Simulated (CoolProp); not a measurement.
A single-stage vapour-compression cycle with propylene: evaporating at 253.15 K (dew point), condensing at 301.15 K (bubble point), superheat 0 K, subcooling 2 K, compressor efficiency 0.7, no pressure losses. Each further row changes one setting.

Values from CoolProp's reference Helmholtz-energy equation of state, Lemmon 2013.

| case | cooling COP | pressure ratio | discharge temperature (K) | refrigerating effect (kJ/kg) | volumetric capacity (kJ/m³) |
|---|---|---|---|---|---|
| as stated | 2.96 | 4.07 | 329.9 | 292 | 1930 |
| evaporating temperature 258.15 K | 3.44 | 3.42 | 326.1 | 297 | 2320 |
| condensing temperature 296.15 K | 3.41 | 3.59 | 322.8 | 305 | 2020 |
| subcooling 7 K | 3.09 | 4.07 | 329.9 | 305 | 2020 |
| superheat 10 K | 2.96 | 4.07 | 340.5 | 307 | 1940 |
| compressor efficiency 0.6 | 2.54 | 4.07 | 338.5 | 292 | 1930 |
